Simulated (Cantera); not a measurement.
A freely propagating, adiabatic, planar premixed flame of H₂ : O₂ : N₂ = 1 : 0.385 : 1.45 (molar parts), equivalence ratio 1.3, unburnt at 425 K and 0.440 bar; mixture-averaged transport, grid criteria slope 0.08 and curve 0.16, no radiation.

Computed with Cantera and the H2/O2 subset of GRI-Mech 3.0, which has no nitrogen chemistry. Burning velocities carry a grid error of a few per cent, more on coarse grids.

x: mole fraction of selected species; z is measured from the peak of heat release.

| z (mm) | T (K) | u (m/s) | x H₂ | x O₂ | x H | x H₂O | x O | x HO₂ |
|---|---|---|---|---|---|---|---|---|
| -3.57 | 425 | 4.53 | 0.353 | 0.136 | <1e-8 | <1e-8 | <1e-8 | <1e-8 |
| -2.38 | 425 | 4.53 | 0.353 | 0.136 | <1e-8 | <1e-8 | <1e-8 | <1e-8 |
| -1.78 | 425 | 4.53 | 0.353 | 0.136 | <1e-8 | <1e-8 | <1e-8 | <1e-8 |
| -1.19 | 425 | 4.53 | 0.353 | 0.136 | <1e-8 | <1e-8 | <1e-8 | 1.32e-8 |
| -0.595 | 431 | 4.59 | 0.351 | 0.136 | 1.92e-5 | 0.000129 | 1.47e-6 | 8.78e-5 |
| -0.297 | ___ | 6.87 | ___ | 0.131 | ___ | ___ | ___ | ___ |
| 0 | 1138 | 11.4 | 0.201 | 0.0898 | 0.0502 | 0.110 | 0.00484 | 4.38e-5 |
| 0.297 | ___ | 14.3 | ___ | ___ | 0.0845 | ___ | 0.00910 | ___ |
| 0.595 | 1578 | 15.5 | 0.0824 | 0.0141 | 0.0829 | 0.249 | 0.00868 | 5.79e-6 |
| 1.19 | 1718 | 16.8 | 0.0842 | 0.0105 | 0.0699 | 0.257 | 0.00765 | 3.77e-6 |
| 2.38 | 1865 | 18.0 | 0.0875 | 0.00817 | 0.0552 | 0.265 | 0.00611 | 2.59e-6 |
| 4.76 | 2013 | 19.2 | 0.0895 | 0.00574 | 0.0410 | 0.275 | 0.00431 | 1.67e-6 |
| 9.52 | 2147 | 20.3 | 0.0902 | 0.00357 | 0.0288 | 0.286 | 0.00264 | 1.02e-6 |

### Question
What belongs in the gaps?

### Answer

- -0.297, T (K): 661
- -0.297, x H₂: 0.319
- -0.297, x H: 0.00604
- -0.297, x H₂O: 0.0173
- -0.297, x O: 0.000179
- -0.297, x HO₂: 0.000138
- 0.297, T (K): 1446
- 0.297, x H₂: 0.0992
- 0.297, x O₂: 0.0280
- 0.297, x H₂O: 0.222
- 0.297, x HO₂: 1.25e-5
